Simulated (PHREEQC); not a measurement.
Nickel, zinc or cadmium bath: an equilibrium model

Consider water at 25 °C with 0.0023 mol/kgw ZnCl2. Closed to the air; pH follows from the charge balance.

The numbers come from PHREEQC with the ion-association model, phreeqc.dat.

* **pH**: 5.85
* **ionic strength**: 0.00686 mol/kgw
* **specific conductance**: 546 µS/cm

| species | molality | activity | log γ |
|---|---|---|---|
| Cl- | 0.00458 | 0.00419 | -0.038 |
| Zn+2 | 0.00228 | 0.00162 | -0.149 |
| ZnCl+ | 1.99e-5 | 1.83e-5 | -0.038 |
| H+ | 1.54e-6 | 1.43e-6 | -0.034 |
| ZnOH+ | 1.36e-6 | 1.24e-6 | -0.038 |
| ZnOHCl | 1.57e-7 | 1.58e-7 | 0.001 |
| ZnCl2 | 8.00e-8 | 8.02e-8 | 0.001 |
| Zn(OH)2 | 9.99e-9 | 1.00e-8 | 0.001 |
| OH- | 7.76e-9 | 7.10e-9 | -0.039 |

This is a speciation only: nothing precipitates in the calculation. Species that the database lacks are ignored.
